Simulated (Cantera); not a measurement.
A closed system holds: 1 mol c-C4F8, 0.63 mol F2, 0.18 mol H2, equilibrated at 3325 K and 1.33 mbar.

These are equilibrium values from Cantera (NASA tables, ideal gas, pure condensed phases), not measurements of a reactor. Candidate condensed phases: C, C6H6, C7H8, C8H18; 95 gas species. The feed counts by its element totals alone. Equilibrium is a limit: real reactors are often held back by kinetics, nucleation or transport.

Base state: F 0.743, C 0.126, C3 0.0446, CF 0.0320, C2 0.0237, H 0.0189, HF 0.0117, CF2 0.000213 (mole fractions); condensed: gas only.

**Question.** What changes in the equilibrium state with this change: temperature from 3325 K to 1298.15 K?

**Answer.** 
```tsv
species	before	after
CF4	<1e-9	0.861
HF	0.0117	0.139
CF2	0.000213	3.31e-5
F	0.743	5.27e-6
C	0.126	<1e-9
C3	0.0446	<1e-9
CF	0.0320	<1e-9
C2	0.0237	<1e-9
H	0.0189	<1e-9
C5	8.25e-5	<1e-9
C4	7.14e-5	<1e-9
C2H	2.97e-5	<1e-9
C(graphite), mol	0	1.77
```
Gases not in the tables: C2F6 and larger saturated fluorocarbons.
